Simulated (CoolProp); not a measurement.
Vapour-liquid equilibrium of carbon dioxide (1) + neopentane (2) at 278.8 K; x and y are mole fractions of (1).

Computed with CoolProp (multi-fluid Helmholtz-energy mixture model, Span 1996 and Lemmon 2006; pair parameters Bell 2016).

Q: Give the bubble pressure and the first vapour's composition at x = 0.2, 0.35, 0.65. Is there an azeotrope?

A: x = 0.2: 1.069 MPa, y = 0.913; x = 0.35: 1.713 MPa, y = 0.944; x = 0.65: 2.632 MPa, y = 0.966. No azeotrope shows between x = 0.05 and 0.95.

The pair parameters rest on a limited set of measurements; away from them the model extrapolates. The gap from Raoult's law changes sign with composition, which may be real or a fault of the pair parameters; it wasn't checked against measurements.
